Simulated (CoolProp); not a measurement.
A simple Rankine cycle with water: condensing at 330.15 K, boiler at 4.84 MPa, turbine inlet 537.1 K, turbine efficiency 0.8, pump efficiency 0.8, no recuperator. Each further row changes one setting.

The numbers come from the reference Helmholtz-energy equation of state, Wagner 2002 in CoolProp.

| case | thermal efficiency (%) | net work (kJ/kg) | heat in (kJ/kg) | turbine exit temperature (K) | volume ratio over the turbine |
|---|---|---|---|---|---|
| as stated | 26.2 | 670 | 2560 | 330.1 | 170 |
| turbine inlet 557.1 K | 26.3 | 694 | ? | 330.1 | 161 |
| condensing temperature 322.15 K | 27.1 | 704 | 2590 | 322.2 | 242 |
| boiler pressure 3.39 MPa | 25.0 | 659 | 2640 | 330.1 | ? |
| turbine efficiency 0.7 | ? | 586 | 2560 | 330.1 | 177 |

Some entries are withheld; supply them.


- turbine inlet 557.1 K, heat in (kJ/kg): 2630
- boiler pressure 3.39 MPa, volume ratio over the turbine: 114
- turbine efficiency 0.7, thermal efficiency (%): 22.9

The expansion ends wet for: as stated; turbine inlet 557.1 K; condensing temperature 322.15 K; boiler pressure 3.39 MPa; turbine efficiency 0.7.
